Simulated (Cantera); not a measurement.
A Cantera script and what it prints.

```python
import numpy as np
import cantera as ct

gas_names = [...]  # 97 gases of nasa_gas.yaml made of Al, C, H, N
cond_names = """
    AL(cr) AL(L) ALN(s) C(gr) C6H6(L) C7H8(L) C8H18(L),n-octa
""".split()


# ... load() reads the species with a 1 bar reference pressure and builds the phases ...
atoms = {
    'Al(CH3)3': {'AL': 1, 'C': 3, 'H': 9},
    'N2': {'N': 2},
    'H2': {'H': 2},
}
top_T = {'ALN(s)': 2750, 'C(gr)': 4500}  # K; cautious upper limits of use, not melting points


# ... equilibrate(T, P, feed) seeds the gas with the atoms and calls Mixture.equilibrate('TP', solver="vcs", rtol=1e-11, max_steps=5000) ...
results = []
feed = {'Al(CH3)3': 1, 'N2': 7.6, 'H2': 1.1}  # mol
T = 975  # K
P = 12  # Pa
mix = equilibrate(T, P, feed)
results.append((T, P, feed, dict(zip(mix.species_names, mix.species_moles))))
x = sorted(zip(gas.X, gas.species_names), reverse=True)
print(f"T = {T:g} K  P = {P:g} Pa  gas = {mix.phase_moles(0):.4g} mol")
print("   x: " + "  ".join(f"{s} {v:.3e}" for v, s in x if v > 0.001))
print("   condensed (mol): " + ("  ".join(f"{mix.phase(i).name} {mix.phase_moles(i):.4g}"
      for i in range(1, mix.n_phases) if mix.phase_moles(i) > 1e-12) or "none"))
```

Result:

```
T = 975 K  P = 12 Pa  gas = 12.7 mol
   x: N2 5.591e-01  H2 4.409e-01
   condensed (mol): ALN(s) 1  C(gr) 3
```

Cantera equilibrium calculation (NASA polynomials, part measured and part estimated; ideal gas, pure solids and liquids). The feed counts by its element totals alone.
